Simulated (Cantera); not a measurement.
A closed system holds: 1 mol MgCO3, 4.3 mol H2S, 0.52 mol CO2, equilibrated at 1275 K and 8250 Torr.

Method: chemical equilibrium by Gibbs-energy minimisation in Cantera with the NASA 1993 tables (ideal gas, pure condensed phases). Candidate condensed phases: C, C6H6, C7H8, C8H18, H2O, H2SO4, Mg, MgCO3, MgO, Mg(OH)2, MgS, MgSO4, S; 130 gas species. Gases not in the tables: S3 to S7. Rates play no part.

Q: What is the equilibrium state?

A: 
- x(H2S): 0.525
- x(CO2): 0.127
- x(H2O): 0.118
- x(CO): 0.0848
- x(S2): 0.0655
- x(H2): 0.0472
- x(COS): 0.0302
- x(CS2): 0.00171
- x(SH): 0.000315
- n(MgO(s)): 1.00 mol
- gas amount: 6.231 mol
- log10 activity of S(l) (absent): -1.00
- log10 activity of C(graphite) (absent): -2.36
- log10 activity of Mg(l) (absent): -12.04
